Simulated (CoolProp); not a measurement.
Vapour-liquid equilibrium of carbon dioxide (1) + R124 (2) at -39.75 °C; x and y are mole fractions of (1).

The numbers come from the multi-fluid Helmholtz-energy mixture model, Span 1996 and de Vries 1995; pair parameters Bell 2016 in CoolProp.

```tsv
x	bubble pressure, mixture model (MPa)	bubble pressure, Raoult's law (MPa)	y, mixture model	y, Raoult's law
0.05	0.07810	0.07614	0.666	0.666
0.15	0.1721	0.1748	0.858	0.870
0.25	0.2599	0.2735	0.913	0.927
0.35	0.3461	0.3722	0.941	0.953
0.45	0.4342	0.4709	0.958	0.969
0.55	0.5266	0.5696	0.970	0.979
0.65	0.6250	0.6683	0.980	0.986
0.75	0.7300	0.7670	0.987	0.991
0.85	0.8411	0.8657	0.993	0.995
0.95	0.9561	0.9644	0.998	0.999
```

The largest gap from Raoult's law is -7.8 % in bubble pressure, at x = 0.45. No azeotrope shows between x = 0.05 and 0.95.

The pair parameters rest on a limited set of measurements; away from them the model extrapolates. The gap from Raoult's law changes sign with composition, which may be real or a fault of the pair parameters; it wasn't checked against measurements.
